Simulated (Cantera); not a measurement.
Charge: 1 mol Cu2O, 2.4 mol H2, held at 925 K and 0.000120 bar.

Method: chemical equilibrium by Gibbs-energy minimisation in Cantera with the NASA 1993 tables (ideal gas, pure condensed phases). Candidate condensed phases: Cu, CuO, Cu(OH)2, Cu2O, H2O; 12 gas species. The numbers say what is thermodynamically allowed, not how fast it happens.

**Question.** What is the equilibrium state?

**Answer.** 
```json
{
  "x(H2)": "0.583",
  "x(H2O)": "0.417",
  "n(Cu(s))": "2.00 mol",
  "gas_amount": "2.400 mol",
  "log10 activity of Cu(OH)2(s) (absent)": "-14.45"
}
```
